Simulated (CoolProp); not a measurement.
Nitrogen at 346.89 K and 12.6 MPa flows at 5.4 m/s in a round tube of 12.7 mm bore and 1.5 µm roughness, fully developed (64/Re and Nu = 3.66 if laminar; Colebrook and Gnielinski if turbulent). Each further row changes one setting.

Computed with CoolProp (reference Helmholtz-energy equation of state, Span 2000).

```tsv
case	Reynolds number	Darcy friction factor	pressure drop (Pa/m)	heat-transfer coefficient (W/(m² K))	mass flow (kg/h)
as stated	[?]	0.0152	2060	1570	290
velocity 10.8 m/s	729000	[?]	[?]	[?]	581
diameter 25.4 mm	729000	0.0133	899	[?]	1160
```

Task: What belongs in the gaps?

Result: 
- as stated, Reynolds number: 364000
- velocity 10.8 m/s, Darcy friction factor: 0.0141
- velocity 10.8 m/s, pressure drop (Pa/m): 7620
- velocity 10.8 m/s, heat-transfer coefficient (W/(m² K)): 2890
- diameter 25.4 mm, heat-transfer coefficient (W/(m² K)): 1360

Viscosity comes from a separate model (Lemmon 2004). Thermal conductivity comes from a separate model (Lemmon 2004).
